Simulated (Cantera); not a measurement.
Input: 1 mol Ni, 0.21 mol NH₃, 5 mol H₂, at 14000 Pa.

Equilibrium computed with Cantera from the NASA thermochemical tables; the gas is ideal and each condensed phase is pure. Candidate condensed phases: Ni; 10 gas species. Equilibrium is a limit: real reactors are often held back by kinetics, nucleation or transport. All values below are at 1825 K.

Base state: H₂ 0.979, N₂ 0.0194, H 0.00116, Ni 0.000136 (mole fractions); condensed: Ni(l).

Problem. What changes in the equilibrium state with this change: NH₃ from 0.21 to 1.9 mol?

Solution. 
```csv
species,before,after
H₂,0.979,0.891
N₂,0.0194,0.108
H,0.00116,0.00111
Ni,0.000136,0.000136
"Ni(l), mol",0.999,0.999
```
